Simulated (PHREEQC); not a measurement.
PHREEQC input (ion-association model, wateq4f.dat):

```
SOLUTION_MASTER_SPECIES
  An  An-  0  An  62.0  # stands for a non-complexing anion
SOLUTION_SPECIES
  An- = An-
    -log_k 0
    -gamma 3.0 0
PHASES
  Fix_H+
    H+ = H+
    -log_k 0
SOLUTION 1
  temp 25
  units mmol/kgw
  pH 7 charge
  As(3) 0.0074
  Na 10.0074
  An 10
END
SELECTED_OUTPUT 1
  -reset false
  -pH true
  -pe true
  -ionic_strength true
  -water true
  -totals As Na As(3) As(5)
  -molalities Hfo_wOH Hfo_wOH2+ Hfo_wO- Hfo_sOH Hfo_sOH2+ Hfo_sO- Hfo_wH2AsO3
  -saturation_indices Arsenolite
USER_PUNCH 1
  -headings sigma psi
  10 PUNCH EDL("sigma", "Hfo"), EDL("psi", "Hfo")
PRINT
  -reset false
USE solution 1
SURFACE 1
  Hfo_wOH 3.14607e-05 600 0.014
  Hfo_sOH 7.86517e-07
EQUILIBRIUM_PHASES 1
  Fix_H+ -4 HAn 10
    -force_equality true
END
# ... the last block is repeated for the other 12 points of pH, with NaOH or the acid as the point needs
```

Selected output (columns that matter, 13 of 13 rows; pH added in front):

```
pH	mu	As	Na	m_Hfo_wOH	m_Hfo_wOH2+	m_Hfo_wO-	m_Hfo_sOH	m_Hfo_sOH2+	m_Hfo_sO-	m_Hfo_wH2AsO3	si_Arsenolite	sigma	psi
4	0.010126	2.158e-06	0.010007	9.4256e-06	1.6671e-05	1.2208e-07	2.8275e-07	5.001e-07	3.6623e-09	5.242e-06	-9.9495	0.19581	0.17997
4.67	0.010037	1.6221e-06	0.010007	1.3822e-05	1.148e-05	3.8124e-07	4.2328e-07	3.5156e-07	1.1675e-08	5.7779e-06	-10.197	0.1314	0.15976
5.33	0.010016	1.3859e-06	0.010007	1.684e-05	7.7704e-06	8.3608e-07	5.205e-07	2.4017e-07	2.5842e-08	6.014e-06	-10.334	0.082118	0.13582
6	0.010011	1.2849e-06	0.010007	1.8481e-05	5.4221e-06	1.443e-06	5.7348e-07	1.6826e-07	4.4778e-08	6.115e-06	-10.4	0.047126	0.10781
6.67	0.010009	1.2503e-06	0.010007	1.9154e-05	4.1138e-06	2.0431e-06	5.952e-07	1.2783e-07	6.3486e-08	6.1495e-06	-10.427	0.024523	0.076194
7.33	0.010008	1.2518e-06	0.010007	1.9377e-05	3.422e-06	2.5136e-06	6.0209e-07	1.0633e-07	7.8103e-08	6.148e-06	-10.437	0.010753	0.042179
8	0.010008	1.3091e-06	0.010007	1.9474e-05	3.0063e-06	2.8898e-06	6.0373e-07	9.3202e-08	8.9589e-08	6.0907e-06	-10.449	0.0013734	0.0059992
8.67	0.010007	1.5736e-06	0.010007	1.9653e-05	2.6799e-06	3.3016e-06	6.0299e-07	8.2226e-08	1.013e-07	5.8261e-06	-10.496	-0.0073687	-0.030448
9.33	0.010026	2.5134e-06	0.010027	2.0235e-05	2.3529e-06	3.9865e-06	5.9889e-07	6.9639e-08	1.1799e-07	4.8863e-06	-10.674	-0.019328	-0.065397
10	0.010117	4.5679e-06	0.010119	2.1346e-05	1.9618e-06	5.3208e-06	5.8644e-07	5.3898e-08	1.4618e-07	2.832e-06	-11.194	-0.039648	-0.098988
10.67	0.010531	6.4573e-06	0.010534	2.147e-05	1.3766e-06	7.6711e-06	5.5334e-07	3.5479e-08	1.977e-07	9.4263e-07	-12.155	-0.074171	-0.12937
11.33	0.012415	7.1964e-06	0.012421	1.8796e-05	6.8739e-07	1.1774e-05	4.7296e-07	1.7297e-08	2.9626e-07	2.0363e-07	-13.37	-0.13056	-0.15399
12	0.021613	7.373e-06	0.021623	1.1713e-05	1.6069e-07	1.956e-05	2.9308e-07	4.0207e-09	4.8942e-07	2.697e-08	-14.715	-0.22842	-0.16844
```
